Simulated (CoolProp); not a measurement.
Ethylbenzene along the isobar 18.1 MPa: Z from the reference equation and from simpler models built on Tc = 617.1 K, pc = 3.622 MPa, ω = 0.304; each cubic takes its own stable root.

The numbers come from the reference Helmholtz-energy equation of state, Zhou 2012 in CoolProp.

| T (K) | phase | reference | van der Waals | Redlich-Kwong | Peng-Robinson |
|---|---|---|---|---|---|
| 438.5 | liquid | 0.6930 | 1.105 | 0.7896 | 0.6845 |
| 452.9 | liquid | 0.6819 | 1.081 | 0.7763 | 0.6729 |
| 467.2 | liquid | 0.6722 | 1.059 | 0.7644 | 0.6628 |
| 481.6 | liquid | 0.6634 | 1.038 | 0.7537 | 0.6540 |
| 495.9 | liquid | 0.6558 | 1.018 | 0.7443 | 0.6466 |
| 510.3 | liquid | 0.6492 | 1.000 | 0.7361 | 0.6404 |
| 524.7 | liquid | 0.6436 | 0.9838 | 0.7289 | 0.6355 |
| 539 | liquid | 0.6390 | 0.9685 | 0.7228 | 0.6319 |
| 553.4 | liquid | 0.6353 | 0.9544 | 0.7178 | 0.6295 |
| 567.7 | liquid | 0.6327 | 0.9413 | 0.7137 | 0.6285 |
| 582.1 | liquid | 0.6311 | 0.9293 | 0.7106 | 0.6287 |
| 596.4 | liquid | 0.6305 | 0.9183 | 0.7083 | 0.6302 |
| 610.8 | liquid | 0.6309 | 0.9081 | 0.7070 | 0.6330 |
